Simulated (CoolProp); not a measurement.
The numbers come from the reference Helmholtz-energy equation of state, Akasaka 2020 in CoolProp.

Question: For R1123, give the phase and the cp (kJ/(kg K)), cv (kJ/(kg K)), speed of sound (m/s), expansivity (1/kK) at 401 K and 113 bar; 432.6 K and 113 bar.

Answer: 
- 401 K and 113 bar: supercritical; cp 1.84, cv 0.983, speed of sound 190, expansivity 10.5
- 432.6 K and 113 bar: supercritical; cp 1.53, cv 0.990, speed of sound 197, expansivity 7.02
